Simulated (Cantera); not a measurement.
Gas-phase reforming

A perfectly stirred reactor is fed with 37.0 % CH₄, 63.0 % H₂O, at 0.540 bar; it is held at 1825 K, and followed from long to short residence time.

Cantera simulation using GRI-Mech 3.0 (53 species, 325 reactions); the numbers are that mechanism's predictions, not measurements.

```json
[
 {"τ (s)": "3.6", "x CH₄": "0.00713", "x H₂O": "0.160", "x H₂": "0.627", "x CH₂": "1.03e-7", "x H₂O₂": "2.68e-12", "x OH": "8.42e-6", "x C₂H₆": "4.93e-7"},
 {"τ (s)": "1.4", "x CH₄": "0.0115", "x H₂O": "0.182", "x H₂": "0.608", "x CH₂": "1.80e-7", "x H₂O₂": "3.57e-12", "x OH": "9.71e-6", "x C₂H₆": "1.33e-6"},
 {"τ (s)": "0.54", "x CH₄": "0.0179", "x H₂O": "0.218", "x H₂": "0.576", "x CH₂": "3.08e-7", "x H₂O₂": "5.37e-12", "x OH": "1.19e-5", "x C₂H₆": "3.39e-6"},
 {"τ (s)": "0.21", "x CH₄": "0.0270", "x H₂O": "0.269", "x H₂": "0.531", "x CH₂": "5.12e-7", "x H₂O₂": "8.66e-12", "x OH": "1.51e-5", "x C₂H₆": "8.22e-6"},
 {"τ (s)": "0.081", "x CH₄": "0.0398", "x H₂O": "0.331", "x H₂": "0.474", "x CH₂": "8.19e-7", "x H₂O₂": "1.40e-11", "x OH": "1.93e-5", "x C₂H₆": "1.96e-5"},
 {"τ (s)": "0.031", "x CH₄": "0.0589", "x H₂O": "0.396", "x H₂": "0.410", "x CH₂": "1.24e-6", "x H₂O₂": "2.13e-11", "x OH": "2.38e-5", "x C₂H₆": "4.65e-5"},
 {"τ (s)": "0.012", "x CH₄": "0.0875", "x H₂O": "0.453", "x H₂": "0.344", "x CH₂": "1.74e-6", "x H₂O₂": "2.86e-11", "x OH": "2.76e-5", "x C₂H₆": "0.000108"},
 {"τ (s)": "0.0047", "x CH₄": "0.129", "x H₂O": "0.499", "x H₂": "0.277", "x CH₂": "2.30e-6", "x H₂O₂": "3.49e-11", "x OH": "3.05e-5", "x C₂H₆": "0.000242"},
 {"τ (s)": "0.0018", "x CH₄": "0.184", "x H₂O": "0.539", "x H₂": "0.204", "x CH₂": "2.92e-6", "x H₂O₂": "4.08e-11", "x OH": "3.30e-5", "x C₂H₆": "0.000508"}
]
```
x: mole fraction; the columns are a selection and need not sum to one.
